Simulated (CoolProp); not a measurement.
A single-stage vapour-compression cycle with R142b: evaporating at 324.15 K (dew point), condensing at 347.15 K (bubble point), superheat 0 K, subcooling 0 K, compressor efficiency 0.7, no pressure losses. Each further row changes one setting.

Values from CoolProp's reference Helmholtz-energy equation of state, Lemmon 2006. It is a short technical equation, of lower accuracy than the large ones.

| case | cooling COP | pressure ratio | discharge temperature (K) | refrigerating effect (kJ/kg) | volumetric capacity (kJ/m³) |
|---|---|---|---|---|---|
| as stated | 8.47 | 1.73 | 351.5 | 150 | 4620 |
| evaporating temperature 329.15 K | 11.2 | 1.53 | ___ | 153 | ___ |
| condensing temperature 342.15 K | 11.2 | 1.55 | 345.7 | 157 | 4840 |
| subcooling 5 K | 8.90 | 1.73 | 351.5 | 157 | 4840 |
| superheat 10 K | 8.57 | 1.73 | ___ | 160 | ___ |
| compressor efficiency 0.6 | ___ | 1.73 | ___ | 150 | 4620 |

**Question.** What belongs in the gaps?

**Answer.** 
- evaporating temperature 329.15 K, discharge temperature (K): 350.5
- evaporating temperature 329.15 K, volumetric capacity (kJ/m³): 5340
- superheat 10 K, discharge temperature (K): 361.4
- superheat 10 K, volumetric capacity (kJ/m³): 4680
- compressor efficiency 0.6, cooling COP: 7.26
- compressor efficiency 0.6, discharge temperature (K): 354.0
